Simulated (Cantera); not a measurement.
Abatement and gas-phase synthesis: HF + H₂ + N₂ + SO₂

Input: 1 mol HF, 0.15 mol H₂, 0.19 mol N₂, 0.0052 mol SO₂, equilibrated at 2127 °C.

These are equilibrium values from Cantera (NASA tables, ideal gas, pure condensed phases), not measurements of a reactor. Candidate condensed phases: H₂O, H₂SO₄, S; 62 gas species. The ideal-gas law is rough above about 30 bar. Equilibrium is a limit: real reactors are often held back by kinetics, nucleation or transport.

```csv
P (Pa),x HF,x H,x N₂,x H₂,x F
10,0.651,0.185,0.126,0.0136,0.0142
200,0.708,0.0866,0.135,0.0592,0.00165
3900,0.734,0.0243,0.140,0.0911,0.000312
77000,0.742,0.00573,0.141,0.100,6.78e-5
1500000,0.745,0.00131,0.142,0.101,1.53e-5
30000000,0.745,0.000291,0.142,0.101,3.44e-6
```
x: gas mole fraction; nothing condenses.

From 10.0 Pa to 300 bar nothing is condensed.
